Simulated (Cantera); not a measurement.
A Cantera script and its output.

```python
import numpy as np
import cantera as ct

surf = ct.Interface("diamond.yaml", "diamond_100")
gas, bulk = surf.adjacent["gas"], surf.adjacent["diamond"]
k = surf.kinetics_species_index(bulk.species_names[0])
cover = ["c6HH", "c6H*", "c6*H", "c6**", "c6HM", "c6B"]

rows, drift = [], 0.0
print(f"{'xH':>10s}{'um/h':>11s}" + "".join(f"{s:>11s}" for s in cover))
for v in [0.0001, 0.00025, 0.0006, 0.0015, 0.0036, 0.0088, 0.022, 0.053, 0.13]:
    T, P, xH, xCH3 = 1273, 2900, v, 0.00017
    gas.TPX = T, P, {"H": xH, "CH3": xCH3, "CH4": 0.0075, "H2": 1 - xH - xCH3 - 0.0075}
    surf.TP = bulk.TP = T, P
    surf.coverages = "c6H*:0.1, c6HH:0.9"
    surf.advance_coverages(100.0)
    before = surf.coverages
    surf.advance_coverages(100.0)
    drift = max(drift, np.max(np.abs(surf.coverages - before) / (surf.coverages + 1e-9)))
    rate = surf.net_production_rates[k] * bulk.mean_molecular_weight / bulk.density * 3.6e9
    rows.append([rate, *surf[cover].coverages])
    print(f"{v:10.4g}{rate:11.4e}" + "".join(f"{x:11.3e}" for x in rows[-1][1:]))
```

It prints:

```
        xH       um/h       c6HH       c6H*       c6*H       c6**       c6HM        c6B
    0.0001 2.9196e-02  6.475e-01  2.845e-02  3.183e-01  4.310e-03  1.619e-04  7.922e-11
   0.00025 1.1772e-01  5.299e-01  3.745e-02  4.190e-01  1.126e-02  2.335e-04  3.194e-10
    0.0006 2.8481e-01  4.588e-01  4.248e-02  4.753e-01  2.096e-02  3.008e-04  7.729e-10
    0.0015 5.1061e-01  4.202e-01  4.490e-02  5.023e-01  3.075e-02  3.564e-04  1.386e-09
    0.0036 7.6463e-01  4.032e-01  4.584e-02  5.126e-01  3.704e-02  3.826e-04  2.075e-09
    0.0088 1.1546e+00  3.956e-01  4.624e-02  5.168e-01  4.044e-02  3.781e-04  3.133e-09
     0.022 1.8714e+00  3.923e-01  4.648e-02  5.184e-01  4.205e-02  3.370e-04  5.078e-09
     0.053 2.9700e+00  3.910e-01  4.673e-02  5.190e-01  4.276e-02  2.617e-04  8.059e-09
      0.13 4.3026e+00  3.905e-01  4.723e-02  5.188e-01  4.319e-02  1.673e-04  1.168e-08
```

Computed with Cantera and the Harris–Goodwin 1993 mechanism for the reconstructed diamond (100) surface.
